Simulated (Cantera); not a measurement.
**Counterflow diffusion flame**

A counterflow diffusion flame at 240000 Pa, nozzles 20 mm apart: fuel side 37.7 % CH4, 9.43 % C2H6, 52.8 % N2 at 550 K, oxidiser side 18.0 % O2, 82.0 % N2 at 350 K, fuel mass flux 0.83 times the oxidiser's; mixture-averaged transport, no radiation.

Detailed kinetics in Cantera: GRI-Mech 3.0 (53 species, 325 reactions). GRI-Mech 3.0 has no aromatics or soot, which form on the fuel side of real flames. The maximum strain rate includes the flame's own expansion and is several times the mean. A flux with no burning solution from the previous one only brackets extinction.

```json
[
 {"oxidiser flux (kg/m²/s)": "0.6", "max strain (1/s)": "134", "mean strain (1/s)": "32.7", "T max (K)": "1893", "peak x OH": "0.00296", "peak x H": "0.00112", "peak x NO": "0.000105", "peak x CO": "0.0237", "peak x C2H2": "0.00872"},
 {"oxidiser flux (kg/m²/s)": "1", "max strain (1/s)": "216", "mean strain (1/s)": "54.5", "T max (K)": "1869", "peak x OH": "0.00298", "peak x H": "0.00122", "peak x NO": "8.58e-5", "peak x CO": "0.0245", "peak x C2H2": "0.00721"},
 {"oxidiser flux (kg/m²/s)": "1.7", "max strain (1/s)": "355", "mean strain (1/s)": "92.6", "T max (K)": "1840", "peak x OH": "0.00292", "peak x H": "0.00130", "peak x NO": "6.32e-5", "peak x CO": "0.0256", "peak x C2H2": "0.00571"},
 {"oxidiser flux (kg/m²/s)": "2.8", "max strain (1/s)": "568", "mean strain (1/s)": "153", "T max (K)": "1802", "peak x OH": "0.00272", "peak x H": "0.00131", "peak x NO": "3.96e-5", "peak x CO": "0.0270", "peak x C2H2": "0.00421"},
 {"oxidiser flux (kg/m²/s)": "4.6", "max strain (1/s)": "893", "mean strain (1/s)": "251", "T max (K)": "1716", "peak x OH": "0.00199", "peak x H": "0.00103", "peak x NO": "1.18e-5", "peak x CO": "0.0289", "peak x C2H2": "0.00208"}
]
```
x: mole fraction; the columns are a selection and need not sum to one.

At the next flux tried, 7.6 kg/m²/s, no burning solution was found from the previous one.
